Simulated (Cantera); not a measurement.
A perfectly stirred reactor is fed with C3H8 : O2 : N2 = 1 : 4.17 : 15.7 (molar parts), equivalence ratio 1.2, at 4.93 atm; it is adiabatic with a 800 K inlet, and is followed from long to short residence time, starting on the burning branch (τ in s: 0.39, 0.16, 0.066, 0.027, 0.011, 0.0046, 0.0019, 0.00077, 0.00032, 0.00013, 5.3e-05).

Cantera simulation using GRI-Mech 3.0 (53 species, 325 reactions); the numbers are that mechanism's predictions, not measurements. GRI-Mech 3.0 was tuned for natural gas; its chemistry of propane as a main component is partial and can be far from experiment.

Task: What does this change do: 1 parts H2O added?

Result: 
```json
[
 {"quantity": "blow-out, bracketed by the residence times tried", "before": "burning at 53.0 µs, the shortest tried", "after": "burning at 53.0 µs, the shortest tried"},
 {"quantity": "x(C3H8) at τ = 0.390 s", "before": "6.43e-9", "after": "7.77e-9"},
 {"quantity": "x(O2) at τ = 0.390 s", "before": "0.000707", "after": "0.000441"},
 {"quantity": "x(CH2O) at τ = 0.390 s", "before": "2.40e-8", "after": "3.14e-8"},
 {"quantity": "x(OH) at τ = 0.390 s", "before": "0.00329", "after": "0.00260"},
 {"quantity": "x(CO2) at τ = 0.390 s", "before": "0.0741", "after": "0.0749"},
 {"quantity": "x(C3H8) at τ = 4.60 ms", "before": "4.77e-7", "after": "5.57e-7"},
 {"quantity": "x(O2) at τ = 4.60 ms", "before": "0.00125", "after": "0.000994"},
 {"quantity": "x(CH2O) at τ = 4.60 ms", "before": "1.44e-6", "after": "1.75e-6"},
 {"quantity": "x(OH) at τ = 4.60 ms", "before": "0.00409", "after": "0.00354"},
 {"quantity": "x(CO2) at τ = 4.60 ms", "before": "0.0733", "after": "0.0740"}
]
```
